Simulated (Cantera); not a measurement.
What does this Cantera script print?

```python
import numpy as np
import cantera as ct

gas_names = """
    N NO NO2 NO3 N2 N2O O O2 O3 Pb PbO Pb2
""".split()
cond_names = """
    Pb(cr) Pb(L) PbO(rd) PbO(yw) PbO(L) PbO2(s) Pb3O4(s)
""".split()


# ... load() reads the species with a 1 bar reference pressure and builds the phases ...
atoms = {
    'PbO': {'Pb': 1, 'O': 1},
    'N2': {'N': 2},
}
top_T = {'Pb3O4(s)': 820}  # K; cautious upper limits of use, not melting points


# ... equilibrate(T, P, feed) seeds the gas with the atoms and calls Mixture.equilibrate('TP', solver="vcs", rtol=1e-11, max_steps=5000) ...
results = []
feed = {'PbO': 1, 'N2': 83}  # mol
T = 875  # K
P = 230000  # Pa
mix = equilibrate(T, P, feed)
results.append((T, P, feed, dict(zip(mix.species_names, mix.species_moles))))
print(gas.report(threshold=0.0001))
for i in range(1, mix.n_phases):
    print(f"{mix.phase(i).name:16s} {mix.phase_moles(i):12.5e} mol")
```

Result:

```
       temperature   875 K
          pressure   2.3e+05 Pa
           density   0.88565 kg/m^3
  mean mol. weight   28.014 kg/kmol
   phase of matter   gas

                          1 kg             1 kmol
                     ---------------   ---------------
          enthalpy        6.2189e+05        1.7422e+07  J
   internal energy         3.622e+05        1.0147e+07  J
           entropy            7743.7        2.1693e+05  J/K
    Gibbs function       -6.1539e+06       -1.7239e+08  J
 heat capacity c_p            1140.7             31955  J/K
 heat capacity c_v            843.89             23641  J/K

                      mass frac. Y      mole frac. X     chem. pot. / RT
                     ---------------   ---------------   ---------------
                N2                 1                 1           -23.696
     [  +11 minor]         1.139e-08        1.6425e-09

Pb(L)             0.00000e+00 mol
PbO(yw)           1.00000e+00 mol
PbO2(s)           0.00000e+00 mol
```

Cantera equilibrium calculation (NASA polynomials, part measured and part estimated; ideal gas, pure solids and liquids).
